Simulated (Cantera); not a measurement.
**Ignition delay**

Mixture: 38.6 % H2, 11.3 % O2, 42.8 % N2, 7.32 % H2O, equivalence ratio 1.7, at 0.987 atm, adiabatic and at constant pressure. Ignition delay is the time to a rise of 400 K.

Detailed kinetics in Cantera: GRI-Mech 3.0 (53 species, 325 reactions). Where the delays flatten at high temperature, the 400 K rule measures the pace of heat release, not the induction time.

| T0 (K) | delay (ms) |
|---|---|
| 1125 | 0.102 |
| 1225 | 0.0507 |
| 1325 | 0.0321 |
| 1425 | 0.0236 |
| 1525 | 0.0194 |
| 1625 | 0.0175 |
| 1725 | 0.0170 |
